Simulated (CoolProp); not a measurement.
n-perfluorobutane along the isobar 1600 kPa: density (kg/m³) from the reference equation and from simpler models built on Tc = 386.3 K, pc = 2322 kPa, ω = 0.372; each cubic takes its own stable root.

Values from CoolProp's reference Helmholtz-energy equation of state, Gao 2022.

```json
[
 {"T (K)": "169.4", "phase": "liquid", "reference": "1954", "van der Waals": "1174", "Redlich-Kwong": "1741", "Soave-Redlich-Kwong": "1785"},
 {"T (K)": "175", "phase": "liquid", "reference": "1934", "van der Waals": "1166", "Redlich-Kwong": "1728", "Soave-Redlich-Kwong": "1775"},
 {"T (K)": "180.5", "phase": "liquid", "reference": "1914", "van der Waals": "1158", "Redlich-Kwong": "1714", "Soave-Redlich-Kwong": "1764"},
 {"T (K)": "186.1", "phase": "liquid", "reference": "1894", "van der Waals": "1150", "Redlich-Kwong": "1701", "Soave-Redlich-Kwong": "1752"},
 {"T (K)": "191.7", "phase": "liquid", "reference": "1874", "van der Waals": "1141", "Redlich-Kwong": "1686", "Soave-Redlich-Kwong": "1740"},
 {"T (K)": "197.3", "phase": "liquid", "reference": "1855", "van der Waals": "1133", "Redlich-Kwong": "1672", "Soave-Redlich-Kwong": "1728"},
 {"T (K)": "202.8", "phase": "liquid", "reference": "1836", "van der Waals": "1124", "Redlich-Kwong": "1657", "Soave-Redlich-Kwong": "1716"},
 {"T (K)": "208.4", "phase": "liquid", "reference": "1817", "van der Waals": "1115", "Redlich-Kwong": "1642", "Soave-Redlich-Kwong": "1703"},
 {"T (K)": "214", "phase": "liquid", "reference": "1798", "van der Waals": "1106", "Redlich-Kwong": "1626", "Soave-Redlich-Kwong": "1689"},
 {"T (K)": "219.5", "phase": "liquid", "reference": "1779", "van der Waals": "1097", "Redlich-Kwong": "1611", "Soave-Redlich-Kwong": "1676"},
 {"T (K)": "225.1", "phase": "liquid", "reference": "1760", "van der Waals": "1088", "Redlich-Kwong": "1594", "Soave-Redlich-Kwong": "1661"},
 {"T (K)": "230.7", "phase": "liquid", "reference": "1741", "van der Waals": "1078", "Redlich-Kwong": "1578", "Soave-Redlich-Kwong": "1647"},
 {"T (K)": "236.2", "phase": "liquid", "reference": "1723", "van der Waals": "1068", "Redlich-Kwong": "1561", "Soave-Redlich-Kwong": "1632"},
 {"T (K)": "241.8", "phase": "liquid", "reference": "1704", "van der Waals": "1058", "Redlich-Kwong": "1543", "Soave-Redlich-Kwong": "1616"},
 {"T (K)": "247.4", "phase": "liquid", "reference": "1685", "van der Waals": "1048", "Redlich-Kwong": "1525", "Soave-Redlich-Kwong": "1599"}
]
```
